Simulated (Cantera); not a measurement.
Charge: 1 mol C, a varied amount of H₂, 0.64 mol N₂, at 1550 K and 18.0 bar.

Cantera equilibrium calculation (NASA polynomials, part measured and part estimated; ideal gas, pure solids and liquids). Candidate condensed phases: C, C₆H₆, C₇H₈, C₈H₁₈; 92 gas species. The numbers say what is thermodynamically allowed, not how fast it happens.

At 33 mol H₂, list the 5 most abundant gas species with their mole fractions, and the condensed phases.

H₂ 0.950, CH₄ 0.0303, N₂ 0.0194, HCN 0.000186, NH₃ 0.000124. Condensed: gas only.
